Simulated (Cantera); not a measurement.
An isothermal, constant-pressure homogeneous reactor starts with 40.1 % CH4, 34.5 % CO2, 25.3 % H2, 0.156 % H2O, at 1875 K and 398 Torr.

Cantera simulation using GRI-Mech 3.0 (53 species, 325 reactions); the numbers are that mechanism's predictions, not measurements.

x: mole fraction; the columns are a selection and need not sum to one.

```csv
t (s),x CH4,x CO2,x H2,x C2H6,x H,x C2H2
9.00e-5,0.384,0.340,0.260,0.000738,___,0.000418
0.000232,0.338,0.324,0.290,0.00104,___,0.00850
0.000596,0.249,0.282,0.354,0.000580,___,0.0418
0.00153,0.147,0.210,0.406,0.000223,___,0.0832
0.00394,0.0655,0.110,0.407,5.77e-5,___,0.112
0.0101,0.0252,0.0375,0.397,1.16e-5,___,0.119
0.0261,0.0156,0.0244,0.430,4.45e-6,0.000625,0.102
0.0671,0.0119,0.0175,0.477,2.25e-6,0.000647,0.0759
0.173,0.00787,0.0102,0.524,8.75e-7,0.000667,0.0495
0.444,0.00444,0.00455,0.559,2.63e-7,0.000683,0.0300
1.14,0.00223,0.00136,0.579,6.89e-8,0.000692,0.0194
2.94,0.00118,0.000158,0.586,2.34e-8,0.000695,0.0155
7.56,0.000992,1.58e-6,0.587,1.83e-8,0.000695,0.0151
19.4,0.000990,4.41e-7,0.587,1.83e-8,0.000695,0.0151
50.0,0.000990,4.41e-7,0.587,1.83e-8,0.000695,0.0151
```

Task: Some entries are withheld; supply them.

Result: 
- 9.00e-5, x H: 0.000204
- 0.000232, x H: 0.000296
- 0.000596, x H: 0.000356
- 0.00153, x H: 0.000426
- 0.00394, x H: 0.000493
- 0.0101, x H: 0.000573
